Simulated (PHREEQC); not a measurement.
A PHREEQC input (ion-association model, phreeqc.dat):

```
SOLUTION 1
  temp 293.15
  units mg/kgw
  pH 6.32
  pe 10.7
  Na 3.71
  K 0.479
  Ca 5.84
  Mg 0.241
  Cl 4.91
  S(6) 5.23 as SO4
  Alkalinity 14.2 as HCO3
  Cd 0.00779
END
USE solution 1
EQUILIBRIUM_PHASES 1
  Quartz 0 0.5
  CO2(g) -2 10
END
```

It stops with these messages:

```
WARNING: Maximum iterations exceeded, 100
WARNING: Maximum iterations exceeded, 100
WARNING: The program has failed to converge to a numerical solution.
ERROR:           Alkalinity has not converged. Total: 2.327140e-04	Calculated: -6.163216e-06	Residual: 2.388772e-04
ERROR: Is non-carbonate alkalinity greater than total alkalinity?
ERROR:                   Ca has not converged. Total: 1.457086e-04	Calculated: 1.276625e-06	Residual: 1.444320e-04
ERROR:                   Cd has not converged. Total: 6.930605e-08	Calculated: 1.010022e-08	Residual: 5.920583e-08
ERROR:                   Cl has not converged. Total: 1.384932e-04	Calculated: 1.430039e-04	Residual: -4.510703e-06
ERROR:                    K has not converged. Total: 1.225001e-05	Calculated: 1.267474e-05	Residual: -4.247248e-07
ERROR:                   Mg has not converged. Total: 9.912800e-06	Calculated: 6.327575e-06	Residual: 3.585225e-06
ERROR:                   Na has not converged. Total: 1.613759e-04	Calculated: 4.199249e-05	Residual: 1.193834e-04
ERROR:                 S(6) has not converged. Total: 5.444287e-05	Calculated: 4.360885e-05	Residual: 1.083402e-05
ERROR:               A(H2O) Activity of water has not converged. 	Residual: 1.600000e+01
ERROR: Model failed to converge for initial solution  1.
```

**Question.** What went wrong, and how is it mended?

**Answer.** The fault: the temperature typed in kelvin. The line should read `temp 20` where the input has `temp 293.15`. With the mend the run ends at pH 6.14 and ionic strength 0.000688 mol/kgw.
